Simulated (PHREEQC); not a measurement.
Solution A (6.3 mmol/kgw Na2SeO4 and 34 mmol/kgw CaCl2) is mixed with solution B (0.0028 mol/kgw CaCl2, 0.00091 mol/kgw NaHCO3 and 4e-07 mol/kgw H4SiO4) at 33 °C; shares are by mass of water, 1 kg in all. O2 is buffered at 0.21 atm. The system is closed to CO2. The run lets Calcite, Portlandite, SiO2(a), Halite, Nahcolite, Natron precipitate or redissolve, and no other solid.

The numbers come from PHREEQC with the ion-association model, wateq4f.dat.

### Question
Predict pH, C in solution (mol/kgw), HCO3- (mol/kgw), CO2 (mol/kgw) at share of solution B = 0, 0.1, 0.2, 0.3, 0.8.

### Answer
| share of solution B | pH | C in solution (mol/kgw) | HCO3- (mol/kgw) | CO2 (mol/kgw) |
|---|---|---|---|---|
| 0 | 6.86 | 0 | 0 | 0 |
| 0.1 | 7.52 | 9.10e-5 | 7.28e-5 | 3.46e-6 |
| 0.2 | 7.56 | 0.000182 | 0.000147 | 6.43e-6 |
| 0.3 | 7.50 | 0.000269 | 0.000220 | 1.13e-5 |
| 0.8 | 7.36 | 0.000690 | 0.000596 | 4.59e-5 |

Complexes and solids missing from the database can't appear.
